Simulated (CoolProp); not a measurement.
Vapour-liquid equilibrium of n-hexane (1) + hexamethyldisiloxane (MM) (2) at 0.644 bar; x and y are mole fractions of (1).

The numbers come from the multi-fluid Helmholtz-energy mixture model, Thol 2019 and Thol 2016; pair parameters Bell 2016 in CoolProp.

| x | bubble temperature, mixture model (°C) | bubble temperature, Raoult's law (°C) | y, mixture model | y, Raoult's law |
|---|---|---|---|---|
| 0.05 | 83.6 | 83.2 | 0.107 | 0.121 |
| 0.125 | 80.8 | 79.9 | 0.246 | 0.276 |
| 0.2 | 78.2 | 76.8 | 0.365 | 0.403 |
| 0.275 | 75.8 | 74.0 | 0.469 | 0.509 |
| 0.35 | 73.4 | 71.4 | 0.562 | 0.598 |
| 0.425 | 71.1 | 69.0 | 0.644 | 0.674 |
| 0.5 | 68.8 | 66.7 | 0.718 | 0.738 |
| 0.575 | 66.5 | 64.6 | 0.782 | 0.794 |
| 0.65 | 64.3 | 62.7 | 0.838 | 0.842 |
| 0.725 | 62.1 | 60.8 | 0.886 | 0.885 |
| 0.8 | 60.0 | 59.1 | 0.927 | 0.921 |
| 0.875 | 58.0 | 57.5 | 0.960 | 0.954 |
| 0.95 | 56.1 | 55.9 | 0.986 | 0.983 |

The largest gap from Raoult's law is +2.1 K in bubble temperature, at x = 0.425. No azeotrope shows between x = 0.05 and 0.95.

The pair parameters rest on a limited set of measurements; away from them the model extrapolates.
